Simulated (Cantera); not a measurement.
## Premixed flame

A freely propagating, adiabatic, planar premixed flame of H2 : O2 : N2 = 1 : 0.746 : 2.81 (molar parts), unburnt at 400 K and 101000 Pa; mixture-averaged transport, grid criteria slope 0.08 and curve 0.16, no radiation.

Cantera simulation using the H2/O2 subset of GRI-Mech 3.0, which has no nitrogen chemistry; the numbers are that mechanism's predictions, not measurements. Burning velocities carry a grid error of a few per cent, more on coarse grids. Lean hydrogen flames are cellular in practice and burn faster than this planar one.

```tsv
z (mm)	T (K)	u (m/s)	x H2	x O2	x H2O	x H2O2	x OH	x H
-1.09	400	1.99	0.219	0.164	<1e-8	<1e-8	<1e-8	<1e-8
-0.730	400	1.99	0.219	0.164	1.39e-7	<1e-8	<1e-8	<1e-8
-0.547	400	1.99	0.219	0.164	2.11e-6	1.37e-8	<1e-8	<1e-8
-0.365	401	1.98	0.216	0.165	3.50e-5	2.81e-7	<1e-8	<1e-8
-0.182	450	2.17	0.193	0.168	0.00296	2.70e-5	2.12e-5	9.46e-6
-0.0912	720	3.36	0.149	0.162	0.0314	6.08e-5	0.000696	0.00155
0	1111	5.07	0.0874	0.133	0.0978	1.51e-5	0.00197	0.00966
0.0912	1395	6.32	0.0386	0.0940	0.164	5.37e-6	0.00560	0.0166
0.182	1555	7.03	0.0192	0.0748	0.195	2.91e-6	0.00855	0.0160
0.365	1713	7.70	0.0117	0.0666	0.212	1.38e-6	0.0104	0.0103
0.730	1844	8.23	0.00778	0.0639	0.222	7.00e-7	0.0102	0.00480
1.46	1936	8.59	0.00418	0.0627	0.231	3.99e-7	0.00829	0.00168
2.92	1988	8.79	0.00176	0.0626	0.236	2.34e-7	0.00573	0.000432
```
x: mole fraction of selected species; z is measured from the peak of heat release.

```
Property                     Value
------------------------  --------
laminar burning velocity  199 cm/s
thermal thickness         0.365 mm
peak x(H2O2)               6.50e-5
peak x(OH)                  0.0106
peak x(H)                   0.0171
grid points                    111
```
